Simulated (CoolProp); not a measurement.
Values from CoolProp's reference Helmholtz-energy equation of state, Lemmon 2005. It is a short technical equation, of lower accuracy than the large ones.

Problem. For trans-2-butene, give the phase and the Z, cp (kJ/(kg K)), cv (kJ/(kg K)), expansivity (1/kK) at 197.95 °C and 0.883 MPa.

Solution. 
- 197.95 °C and 0.883 MPa: gas; Z 0.942, cp 2.26, cv 2.06, expansivity 2.58
